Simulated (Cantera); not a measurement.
Charge: 1 mol AlCl3, 2.5 mol NH3, 190 mol H2, held at 0.00133 bar.

Equilibrium computed with Cantera from the NASA thermochemical tables; the gas is ideal and each condensed phase is pure. Candidate condensed phases: Al, AlCl3, AlN, NH4Cl; 20 gas species. Kinetics and transport are ignored.

Problem. Which condensed phases are stable at each of these points (T (K)): 600, 800, 1000, 1200, 1400, 1600, 1800, 2000, 2200?

Solution. 
| T (K) | condensed phases | Al condensed (%) |
|---|---|---|
| 600 | AlN(s) | 96.4 |
| 800 | AlN(s) | 93.6 |
| 1000 | AlN(s) | 91.0 |
| 1200 | AlN(s) | 86.6 |
| 1400 | gas only | 0.0 |
| 1600 | gas only | 0.0 |
| 1800 | gas only | 0.0 |
| 2000 | gas only | 0.0 |
| 2200 | gas only | 0.0 |

From 600 K to 1200 K the condensed part is AlN(s). From 1400 K to 2200 K nothing is condensed.
